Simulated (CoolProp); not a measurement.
Vapour-liquid equilibrium of R1234yf (1) + R152A (2) at 329.9 K; x and y are mole fractions of (1).

Model: multi-fluid Helmholtz-energy mixture model, Lemmon 2022 and Outcalt 1996; pair parameters Bell 2023, in CoolProp.

```
x     bubble pressure, mixture model (MPa)  bubble pressure, Raoult's law (MPa)  y, mixture model  y, Raoult's law
----  ------------------------------------  -----------------------------------  ----------------  ---------------
0.05                                 1.417                                1.396             0.063            0.055
0.2                                  1.481                                1.416             0.227            0.215
0.35                                 1.521                                1.437             0.373            0.372
0.5                                  1.544                                1.457             0.512            0.523
0.65                                 1.552                                1.477             0.651            0.671
0.8                                  1.547                                1.498             0.795            0.815
0.95                                 1.532                                1.518             0.947            0.954
```

The largest gap from Raoult's law is +6.0 % in bubble pressure, at x = 0.5. y crosses x between x = 0.65 and 0.8: the model has an azeotrope there.

The pair parameters rest on a limited set of measurements; away from them the model extrapolates.
